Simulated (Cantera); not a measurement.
**Adiabatic ignition**

An adiabatic, constant-pressure homogeneous reactor starts with CH4 : H2 : O2 : N2 = 1 : 0.14 : 1.88 : 7.08 (molar parts), equivalence ratio 1.1, at 1225 K and 77000 Pa.

Cantera simulation using GRI-Mech 3.0 (53 species, 325 reactions); the numbers are that mechanism's predictions, not measurements.

```tsv
t (s)	T (K)	x CH4	x H2	x O2	x C2H2	x H	x NO	x HCO
1.00e-6	1225	0.0990	0.0139	0.186	<1e-12	1.61e-10	<1e-12	<1e-12
2.47e-6	1225	0.0990	0.0139	0.186	<1e-12	2.56e-10	<1e-12	<1e-12
6.12e-6	1225	0.0990	0.0139	0.186	<1e-12	3.24e-10	<1e-12	<1e-12
1.52e-5	1225	0.0990	0.0139	0.186	<1e-12	4.03e-10	<1e-12	<1e-12
3.75e-5	1225	0.0990	0.0139	0.186	<1e-12	6.02e-10	<1e-12	<1e-12
9.28e-5	1225	0.0990	0.0139	0.186	<1e-12	1.18e-9	<1e-12	<1e-12
0.000230	1225	0.0990	0.0139	0.186	<1e-12	3.35e-9	<1e-12	<1e-12
0.000569	1225	0.0990	0.0139	0.186	<1e-12	1.74e-8	<1e-12	<1e-12
0.00141	1225	0.0989	0.0138	0.186	1.15e-11	2.00e-7	<1e-12	8.08e-11
0.00348	1229	0.0983	0.0137	0.186	4.52e-9	3.92e-7	<1e-12	1.57e-9
0.00862	1249	0.0947	0.0137	0.183	3.36e-7	1.00e-6	<1e-12	2.07e-8
0.0213	2638	<1e-12	0.0225	0.00952	<1e-12	0.00771	0.00521	3.07e-8
0.0528	2637	<1e-12	0.0226	0.00939	<1e-12	0.00769	0.00566	3.07e-8
0.131	2637	<1e-12	0.0226	0.00939	<1e-12	0.00769	0.00566	3.07e-8
0.323	2637	<1e-12	0.0226	0.00939	<1e-12	0.00769	0.00566	3.07e-8
0.800	2637	<1e-12	0.0226	0.00939	<1e-12	0.00769	0.00566	3.07e-8
```
x: mole fraction; the columns are a selection and need not sum to one.

```yaml
time_of_steepest_temperature_rise: 12.2 ms
temperature at 0.800 s: 2637 K
equilibrium_temperature: 2637 K
x(CH4) at 0.800 s: <1e-12 (gas-phase equilibrium <1e-12)
x(H2) at 0.800 s: 0.0226 (gas-phase equilibrium 0.0226)
x(O2) at 0.800 s: 0.00939 (gas-phase equilibrium 0.00939)
```
